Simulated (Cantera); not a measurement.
Cantera run, input and output.

```python
import numpy as np
import cantera as ct

gas = ct.Solution("SiF4_NH3_mec.yaml", "gas")
gas.TPX = 1950, 2666, {'NH3': 1, 'N2': 2.5, 'H2': 0.11}
reactor = ct.IdealGasConstPressureReactor(gas, energy="off", clone=False)
net = ct.ReactorNet([reactor])
net.rtol, net.atol = 1e-08, 1e-18
show = ['NH3', 'N2H4', 'N2', 'H', 'H2', 'N', 'NH']
times = np.geomspace(0.0005, 50, 12)

steps = ct.SolutionArray(gas, extra=["t"])
rows = []
print(f"{'t/s':>10s}{'T/K':>9s}{'P/Pa':>11s}" + "".join(f"{s:>11s}" for s in show))
for t in times:
    while net.time < t:
        t_next = net.step()
        steps.append(gas.state, t=t_next)
    rows.append([np.interp(t, steps.t, y) for y in (steps.T, steps.P, *steps(*show).X.T)])
    print(f"{t:10.3e}{rows[-1][0]:9.1f}{rows[-1][1]:11.4g}" + "".join(f"{x:11.3e}" for x in rows[-1][2:]))
rate = np.gradient(steps.T, steps.t)
print("integrator steps:", len(steps.t))
if steps.T.max() > steps.T[0] + 200:
    print(f"time of steepest temperature rise: {steps.t[rate.argmax()]:.4e} s")
gas.TPX = 1950, 2666, {'NH3': 1, 'N2': 2.5, 'H2': 0.11}
gas.equilibrate("TP")
print(f"equilibrium (TP): T = {gas.T:.1f} K  " + "  ".join(f"{s} {gas[s].X[0]:.3e}" for s in show))
```

It prints:

```
       t/s      T/K       P/Pa        NH3       N2H4         N2          H         H2          N         NH
 5.000e-04   1950.0       2666  2.770e-01  3.364e-11  6.925e-01  1.919e-06  3.049e-02  1.199e-10  4.698e-08
 1.424e-03   1950.0       2666  2.769e-01  2.742e-10  6.925e-01  4.971e-06  3.053e-02  5.043e-09  4.769e-07
 4.056e-03   1950.0       2666  2.766e-01  2.072e-09  6.924e-01  1.342e-05  3.070e-02  8.212e-08  3.195e-06
 1.155e-02   1950.0       2666  2.751e-01  7.923e-09  6.921e-01  2.793e-05  3.216e-02  3.669e-07  9.666e-06
 3.290e-02   1950.0       2666  2.693e-01  8.499e-09  6.912e-01  3.534e-05  3.870e-02  4.883e-07  1.110e-05
 9.369e-02   1950.0       2666  2.537e-01  7.210e-09  6.889e-01  4.992e-05  5.668e-02  6.411e-07  1.170e-05
 2.668e-01   1950.0       2666  2.155e-01  5.127e-09  6.831e-01  8.695e-05  1.008e-01  8.711e-07  1.202e-05
 7.600e-01   1950.0       2666  1.412e-01  2.567e-09  6.719e-01  1.721e-04  1.863e-01  1.042e-06  1.080e-05
 2.164e+00   1950.0       2666  5.239e-02  5.917e-10  6.585e-01  3.437e-04  2.886e-01  1.019e-06  7.337e-06
 6.164e+00   1950.0       2666  5.872e-03  2.679e-11  6.514e-01  7.727e-04  3.419e-01  8.486e-07  3.083e-06
 1.756e+01   1950.0       2666  1.529e-05  3.970e-15  6.496e-01  3.686e-03  3.467e-01  2.350e-07  1.797e-07
 5.000e+01   1950.0       2666  1.024e-06  2.268e-17  6.494e-01  4.159e-03  3.464e-01  2.269e-08  1.536e-08
integrator steps: 1710
equilibrium (TP): T = 1950.0 K  NH3 9.547e-08  N2H4 2.010e-19  N2 6.494e-01  H 4.160e-03  H2 3.464e-01  N 2.115e-09  NH 1.432e-09
```

Cantera simulation using the gas-phase N/H chemistry of the illustrative SiF4/NH3 mechanism in the Surface Chemkin manual (1991); the numbers are that mechanism's predictions, not measurements. Walls and surfaces, which speed up NH3 decomposition in real reactors, are not modelled.
